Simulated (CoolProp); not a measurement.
Vapour-liquid equilibrium of ethylene (1) + 1-butene (2) at 0.149 MPa; x and y are mole fractions of (1).

Computed with CoolProp (multi-fluid Helmholtz-energy mixture model, Smukala 2000 and Lemmon 2005; pair parameters Bell 2016).

```json
[
 {"x": "0.05", "bubble temperature (K)": "250.3", "y at the bubble point": "0.666", "dew temperature at overall composition x (K)": "275.7", "liquid density (mol/L)": "11.69"},
 {"x": "0.2", "bubble temperature (K)": "212.4", "y at the bubble point": "0.963", "dew temperature at overall composition x (K)": "271.1", "liquid density (mol/L)": "13.20"},
 {"x": "0.35", "bubble temperature (K)": "197.9", "y at the bubble point": "0.989", "dew temperature at overall composition x (K)": "265.7", "liquid density (mol/L)": "14.36"},
 {"x": "0.5", "bubble temperature (K)": "189.8", "y at the bubble point": "0.996", "dew temperature at overall composition x (K)": "259.3", "liquid density (mol/L)": "15.52"},
 {"x": "0.65", "bubble temperature (K)": "184.4", "y at the bubble point": "0.998", "dew temperature at overall composition x (K)": "251.3", "liquid density (mol/L)": "16.73"},
 {"x": "0.8", "bubble temperature (K)": "180.4", "y at the bubble point": "0.999", "dew temperature at overall composition x (K)": "239.8", "liquid density (mol/L)": "18.02"},
 {"x": "0.95", "bubble temperature (K)": "177.2", "y at the bubble point": "1.000", "dew temperature at overall composition x (K)": "216.6", "liquid density (mol/L)": "19.41"}
]
```

No azeotrope shows between x = 0.05 and 0.95.

The pair parameters rest on a limited set of measurements; away from them the model extrapolates. The gap from Raoult's law changes sign with composition, which may be real or a fault of the pair parameters; it wasn't checked against measurements.
